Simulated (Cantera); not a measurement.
A Cantera script and what it prints.

```python
import numpy as np
import cantera as ct

gas_names = [...]  # 148 gases of nasa_gas.yaml made of Al, C, H, N, O
cond_names = """
    AL(cr) AL(L) ALN(s) AL2O3(a) AL2O3(L) C(gr) C6H6(L) C7H8(L) C8H18(L),n-octa H2O(s) H2O(L)
""".split()


# ... load() reads the species with a 1 bar reference pressure and builds the phases ...
atoms = {
    'Al(CH3)3': {'AL': 1, 'C': 3, 'H': 9},
    'H2O': {'H': 2, 'O': 1},
    'N2': {'N': 2},
}
top_T = {'ALN(s)': 2750, 'C(gr)': 4500}  # K; cautious upper limits of use, not melting points


# ... equilibrate(T, P, feed) seeds the gas with the atoms and calls Mixture.equilibrate('TP', solver="vcs", rtol=1e-11, max_steps=5000) ...
results = []
feed = {'Al(CH3)3': 1, 'H2O': 26, 'N2': 250}  # mol
T = 1523.15  # K
P = 1333.22  # Pa
mix = equilibrate(T, P, feed)
results.append((T, P, feed, dict(zip(mix.species_names, mix.species_moles))))
print(gas.report(threshold=0.0001))
for i in range(1, mix.n_phases):
    print(f"{mix.phase(i).name:16s} {mix.phase_moles(i):12.5e} mol")
```

It prints:

```
       temperature   1523.2 K
          pressure   1333.2 Pa
           density   0.0027824 kg/m^3
  mean mol. weight   26.43 kg/kmol
   phase of matter   gas

                          1 kg             1 kmol
                     ---------------   ---------------
          enthalpy        7.6613e+05        2.0249e+07  J
   internal energy        2.8697e+05        7.5845e+06  J
           entropy             10627        2.8086e+05  J/K
    Gibbs function        -1.542e+07       -4.0755e+08  J
 heat capacity c_p            1353.4             35769  J/K
 heat capacity c_v            1038.8             27455  J/K

                      mass frac. Y      mole frac. X     chem. pot. / RT
                     ---------------   ---------------   ---------------
                CO          0.006467         0.0061022           -44.956
               CO2         0.0074592         0.0044796           -71.067
                H2         0.0027618          0.036207           -26.284
               H2O          0.048636          0.071354           -52.395
                N2           0.93467           0.88182           -30.503
     [ +143 minor]        3.1113e-06         4.062e-05

AL(L)             0.00000e+00 mol
ALN(s)            0.00000e+00 mol
AL2O3(a)          5.00000e-01 mol
C(gr)             0.00000e+00 mol
```

Equilibrium computed with Cantera from the NASA thermochemical tables; the gas is ideal and each condensed phase is pure. The feed counts by its element totals alone.
